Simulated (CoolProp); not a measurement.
n-perfluorohexane along the isobar 655 kPa: density (kg/m³) from the reference equation and from simpler models built on Tc = 174.9 °C, pc = 1742 kPa, ω = 0.497; each cubic takes its own stable root.

Model: reference Helmholtz-energy equation of state, Gao 2022, in CoolProp.

```tsv
T (°C)	phase	reference
-25.85	liquid	1821
-15.25	liquid	1792
-4.65	liquid	1762
5.95	liquid	1733
16.55	liquid	1703
27.15	liquid	1673
37.75	liquid	1641
48.35	liquid	1609
```

### Question
How far does each simpler model (van der Waals, Redlich-Kwong, Soave-Redlich-Kwong, Peng-Robinson) lie from the reference over these 8 states: mean and median of the absolute difference, and the worst?

### Answer
- van der Waals: mean 44.3 %, median 44.3 %, worst -44.5 % at -25.85 °C and 655 kPa
- Redlich-Kwong: mean 18.7 %, median 18.5 %, worst -19.7 % at 48.35 °C and 655 kPa
- Soave-Redlich-Kwong: mean 13.3 %, median 13.2 %, worst -13.7 % at -25.85 °C and 655 kPa
- Peng-Robinson: mean 2.2 %, median 2.1 %, worst -3.0 % at -25.85 °C and 655 kPa
